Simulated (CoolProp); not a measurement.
c-C4F8 (RC318) along the isotherm 150.45 °C: density (kg/m³) from the reference equation and from simpler models built on Tc = 115.2 °C, pc = 27.78 bar, ω = 0.355; each cubic takes its own stable root.

The numbers come from the reference Helmholtz-energy equation of state, Platzer 1990 in CoolProp. This equation is an older, rougher fit; its heat capacities, sound speeds and derivatives of the liquid may be far off and weren't checked against measurements.

| p (bar) | phase | reference |
|---|---|---|
| 25.3 | gas | 194.8 |
| 50.5 | supercritical | 682.2 |
| 75.8 | supercritical | 944.4 |
| 101 | supercritical | 1046 |
| 126 | supercritical | 1108 |
| 152 | supercritical | 1156 |
| 177 | supercritical | 1192 |
| 202 | supercritical | 1223 |
| 227 | supercritical | 1249 |
| 253 | supercritical | 1273 |
| 278 | supercritical | 1294 |

Problem. How far does each simpler model (ideal gas, van der Waals, Peng-Robinson) lie from the reference over these 11 states: mean and median of the absolute difference, and the worst?

Solution. 
- ideal gas: mean 27.7 %, median 25.3 %, worst -58.0 % at 150.45 °C and 50.5 bar
- van der Waals: mean 17.2 %, median 20.6 %, worst -21.3 % at 150.45 °C and 278 bar
- Peng-Robinson: mean 5.9 %, median 5.6 %, worst +10.3 % at 150.45 °C and 278 bar
